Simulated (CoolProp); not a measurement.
Hexamethyldisiloxane (MM) along the isobar 101 kPa: density (kg/m³) from the reference equation and from simpler models built on Tc = 518.7 K, pc = 1931 kPa, ω = 0.418; each cubic takes its own stable root.

The numbers come from the reference Helmholtz-energy equation of state, Thol 2016 in CoolProp.

| T (K) | phase | reference |
|---|---|---|
| 212.4 | liquid | 847.6 |
| 231.6 | liquid | 828.1 |
| 250.7 | liquid | 808.7 |
| 269.9 | liquid | 789.0 |
| 289.1 | liquid | 769.2 |
| 308.2 | liquid | 749.0 |
| 327.4 | liquid | 728.2 |
| 346.6 | liquid | 706.8 |
| 365.7 | liquid | 684.5 |
| 384.9 | gas | 5.430 |
| 404.1 | gas | 5.120 |
| 423.2 | gas | 4.851 |
| 442.4 | gas | 4.613 |

### Question
How far does each simpler model (van der Waals, Redlich-Kwong, Soave-Redlich-Kwong, Peng-Robinson) lie from the reference over these 13 states: mean and median of the absolute difference, and the worst?

### Answer
- van der Waals: mean 51.1 %, median 40.7 %, worst -99.2 % at 365.7 K and 101 kPa
- Redlich-Kwong: mean 21.8 %, median 11.5 %, worst -99.2 % at 365.7 K and 101 kPa
- Soave-Redlich-Kwong: mean 5.4 %, median 6.6 %, worst -9.8 % at 212.4 K and 101 kPa
- Peng-Robinson: mean 2.8 %, median 3.0 %, worst +5.7 % at 365.7 K and 101 kPa

At some of these states van der Waals, Redlich-Kwong gives the other phase, because its saturation line lies elsewhere.
